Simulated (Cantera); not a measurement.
Input: 1 mol CH4, 0.06 mol NH3, 0.14 mol CO2, held at 2325 K and 0.133 bar.

Method: chemical equilibrium by Gibbs-energy minimisation in Cantera with the NASA 1993 tables (ideal gas, pure condensed phases). Candidate condensed phases: C, C6H6, C7H8, C8H18, H2O; 136 gas species. Rates play no part.

Base state: H2 0.839, CO 0.115, H 0.0276, N2 0.0101, C2H2 (acetylene) 0.00410, HCN 0.00407, HNC 0.000383, CH4 1.91e-5 (mole fractions); condensed: C(graphite).

### Question
What changes in the equilibrium state with this change: temperature from 2325 K to 2423 K?

### Answer
```
species             before     after
----------------  --------  --------
H2                   0.839     0.820
CO                   0.115     0.114
H                   0.0276    0.0440
C2H2 (acetylene)   0.00410   0.00635
N2                  0.0101   0.00940
C2H                6.49e-6   2.06e-5
C4H2               8.22e-6   2.02e-5
CN                 5.93e-6   1.41e-5
HNC               0.000383  0.000545
CH3                1.18e-5   1.50e-5
C(graphite), mol     0.829     0.815
```
